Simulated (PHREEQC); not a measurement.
2.5 g of hydrous ferric oxide (600 m²/g; 0.2 weak and 0.005 strong sites per Fe, Dzombak-Morel constants, diffuse double layer) in 1 kg of water with 0.005 mol/kgw of an inert sodium salt and 0.00011 mol H3BO3, 0.0038 mol Ag2SO4 and 0.00026 mol MnCl2, at 25 °C; the pH is set by adding NaOH or the inert anion's acid. The system is closed to oxygen. The system is closed to CO2. Precipitation was switched off in this run.

All values are PHREEQC results (ion-association model, wateq4f.dat), not measurements.

| pH | B sorbed (%) | S sorbed (%) | Ag sorbed (%) | Mn sorbed (%) | surface charge σ (C/m²) | surface potential ψ (mV) |
|---|---|---|---|---|---|---|
| 4 | 0.0 | 68.5 | 0.0 | 0.0 | 0.030 | 77 |
| 4.38 | 0.0 | 67.2 | 0.1 | 0.1 | 0.029 | 76 |
| 4.75 | 0.1 | 64.5 | 0.5 | 0.4 | 0.028 | 74 |
| 5.12 | 0.1 | 60.0 | 1.1 | 1.1 | 0.026 | 70 |
| 5.5 | 0.3 | 53.6 | 1.6 | 2.0 | 0.023 | 65 |
| 5.88 | 0.4 | 45.4 | 2.0 | 3.8 | 0.020 | (withheld) |
| 6.25 | 0.7 | 36.2 | 2.9 | 9.2 | 0.017 | 52 |
| 6.62 | 1.0 | 26.3 | 5.4 | 25.1 | 0.014 | 44 |
| 7 | 1.1 | 16.5 | (withheld) | 53.9 | 0.011 | 36 |
| 7.38 | 1.1 | 8.3 | (withheld) | 78.5 | 0.008 | 28 |
| 7.75 | 0.9 | 3.3 | (withheld) | 90.9 | 0.005 | (withheld) |
| 8.12 | 0.6 | 1.0 | 44.9 | 96.2 | 0.002 | 7 |
| 8.5 | 0.3 | 0.3 | 54.3 | (withheld) | -0.001 | -3 |
| 8.88 | 0.2 | 0.1 | (withheld) | 99.0 | -0.003 | (withheld) |
| 9.25 | 0.1 | 0.0 | 64.4 | 99.2 | -0.004 | -14 |
| 9.62 | 0.0 | 0.0 | 66.3 | 99.3 | -0.005 | -16 |
| 10 | 0.0 | 0.0 | 67.2 | 99.3 | -0.005 | -17 |

Q: Complete the blanks.

A: 
- 5.88, surface potential ψ (mV): 59
- 7, Ag sorbed (%): 11.3
- 7.38, Ag sorbed (%): 21.5
- 7.75, Ag sorbed (%): 33.5
- 7.75, surface potential ψ (mV): 18
- 8.5, Mn sorbed (%): 98.2
- 8.88, Ag sorbed (%): 60.7
- 8.88, surface potential ψ (mV): -11

Along this series the solution becomes supersaturated in solids that the run did not let form, among them Cerargyrite, Ag2O.
